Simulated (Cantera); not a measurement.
# Silicon epitaxy and polysilicon growth: Si2H6 + Cl2 + H2

Feed: 1 mol Si2H6, 0.53 mol Cl2, 14 mol H2, equilibrated at 7.43 Torr.

These are equilibrium values from Cantera (NASA tables, ideal gas, pure condensed phases), not measurements of a reactor. Candidate condensed phases: Si; 19 gas species. The feed counts by its element totals alone. The tables' values for SiCl3 are old estimates; treat these amounts as uncertain. Rates play no part.

```tsv
T (K)	log p H2	log p HCl	log p SiCl4	log p SiCl2	log p SiHCl3	log p SiCl3	log p SiH2Cl2	log p H	n Si(s)
950	-2.02	-3.88	-4.04	-5.56	-4.51	-5.56	-5.98	-10.26	1.77
1000	-2.02	-3.71	-4.12	-5.17	-4.59	-5.34	-6.02	-9.65	1.80
1050	-2.02	-3.57	-4.26	-4.84	-4.69	-5.18	-6.08	-9.10	1.83
1100	-2.02	-3.46	-4.46	-4.59	-4.86	-5.10	-6.17	-8.60	1.85
1150	-2.03	-3.39	-4.76	-4.42	-5.09	-5.11	-6.32	-8.14	1.87
1200	-2.03	-3.36	-5.14	-4.31	-5.38	-5.20	-6.50	-7.72	1.88
1250	-2.03	-3.34	-5.57	-4.25	-5.70	-5.34	-6.71	-7.33	1.88
1300	-2.03	-3.34	-6.00	-4.22	-6.03	-5.50	-6.92	-6.97	1.88
1350	-2.03	-3.34	-6.41	-4.19	-6.35	-5.65	-7.12	-6.64	1.88
```
log p: log10 of the partial pressure in bar; n: condensed amount in mol.

From 950 K to 1350 K the condensed part is Si(s). The main Si-bearing gas is SiCl4 at 950 K and SiCl2 at 1350 K.
